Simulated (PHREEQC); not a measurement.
A solution holds 0.013 mol/kgw Na2HPO4, at 25 °C. Closed to the air; pH follows from the charge balance.

Computed with PHREEQC (ion-association model, phreeqc.dat).

No solid was allowed to form.

Predict the pH.

pH 9.32.

In which forms is P present?

HPO4-2 97 %, NaHPO4- 2.4 % of the P.
